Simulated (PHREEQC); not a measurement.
Consider water at 60 °C with 0.26 mol/kgw NaH2PO4, 0.037 mol/kgw HCl and 0.0011 mol/kgw ZnSO4. Closed to the air; pH follows from the charge balance.

Equilibrium calculation in PHREEQC: ion-association model, wateq4f.dat.

Q: The ionic strength comes out as 0.265 mol/kgw. What activity coefficients do SO4-2, HPO4-2, H+, H2PO4-, ZnCl+ get?

A: SO4-2 0.24, HPO4-2 0.25, H+ 0.78, H2PO4- 0.71, ZnCl+ 0.68.

Precipitation was switched off in this run. H3PO4, which wateq4f.dat lacks, is added to it with the constant of phreeqc.dat. Away from 25 °C the constants follow the database's enthalpies or fits; those with neither stay at their 25 °C values. The database has no phosphate complexes of Zn.
